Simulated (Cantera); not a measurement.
A closed system holds: 1 mol SiF4, 1.1 mol C2H4, 30 mol H2, at 1525 K and 4.70 mbar.

Equilibrium computed with Cantera from the NASA thermochemical tables; the gas is ideal and each condensed phase is pure. Candidate condensed phases: C, C6H6, C7H8, C8H18, Si, SiC; 113 gas species. The tables' values for SiF3, SiF2 are old estimates; treat these amounts as uncertain. Equilibrium is a limit: real reactors are often held back by kinetics, nucleation or transport.

Base state: H2 0.952, HF 0.0203, SiF4 0.0193, SiF3 0.00607, SiF2 0.00104, SiHF3 0.000530, H 0.000337, C2H2 (acetylene) 1.15e-5 (mole fractions); condensed: C(graphite) + SiC(s).

Q: What changes in the equilibrium state with this change: temperature from 1525 K to 1448.15 K?

A: 
| species | before | after |
|---|---|---|
| H2 | 0.952 | 0.958 |
| SiF4 | 0.0193 | 0.0231 |
| HF | 0.0203 | 0.0135 |
| SiF2 | 0.00104 | 0.000403 |
| H | 0.000337 | 0.000132 |
| C(graphite), mol | 2.10 | 2.13 |
| SiC(s), mol | 0.0974 | 0.0689 |

Q: What changes in the equilibrium state with this change: pressure from 4.70 mbar to 0.100 bar?

A: 
| species | before | after |
|---|---|---|
| H2 | 0.952 | 0.961 |
| SiF4 | 0.0193 | 0.0239 |
| HF | 0.0203 | 0.0100 |
| CH4 | 9.72e-6 | 0.000211 |
| SiH2F2 | 6.59e-6 | 3.41e-5 |
| C(graphite), mol | 2.10 | 2.15 |
| SiC(s), mol | 0.0974 | 0.0400 |
